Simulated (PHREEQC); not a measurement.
Acid rinse or clean: an equilibrium model

Solution (25 °C): 0.013 mol/kgw HBr, 3e-05 mol/kgw AlCl3 and 0.0046 mol/kgw MgCl2. Closed to the air; pH follows from the charge balance.

Model: ion-association model, phreeqc.dat, run in PHREEQC.

Precipitation was switched off in this run.

**Question.** Predict the pH.

**Answer.** pH 1.94.
